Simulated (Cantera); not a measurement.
A closed system holds: 1 mol SiH₂Cl₂, 0.15 mol Cl₂, 120 mol N₂, held at 1123 K and 10.0 Torr.

These are equilibrium values from Cantera (NASA tables, ideal gas, pure condensed phases), not measurements of a reactor. Candidate condensed phases: NH₄Cl, Si, Si₃N₄; 28 gas species. N₂ is the only nitrogen source here; it is nearly inert below about 1500 K, so the nitride shown seldom forms there in practice. The tables' values for SiCl₃ are old estimates; treat these amounts as uncertain. Rates play no part.

Base state: N₂ 0.984, HCl 0.0140, H₂ 0.00123, SiCl₄ 0.00120, SiCl₃ 3.16e-5, SiCl₂ 1.03e-5 (mole fractions); condensed: Si₃N₄(s).

Task: What changes in the equilibrium state with this change: N₂ from 120 to 53 mol?

Result: 
```tsv
species	before	after
N₂	0.984	0.964
HCl	0.0140	0.0298
H₂	0.00123	0.00349
SiCl₄	0.00120	0.00306
SiCl₃	3.16e-5	6.40e-5
SiCl₂	1.03e-5	1.66e-5
Si₃N₄(s), mol	0.283	0.276
```
